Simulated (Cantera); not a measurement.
# MgO + N2 (sublimation and decomposition of ceramics)

Input: 1 mol MgO, 0.32 mol N2, equilibrated at 1825 K and 5.10 Pa.

These are equilibrium values from Cantera (NASA tables, ideal gas, pure condensed phases), not measurements of a reactor. Candidate condensed phases: Mg, MgO; 13 gas species. Rates play no part.

```yaml
x(N2): 0.993
x(Mg): 0.00451
x(O2): 0.00160
x(O): 0.000862
x(NO): 0.000443
x(MgO): 9.28e-6
n(MgO(s)): 0.999 mol
gas_amount: 0.3223 mol
log10 activity of Mg(l) (absent): -7.85
```
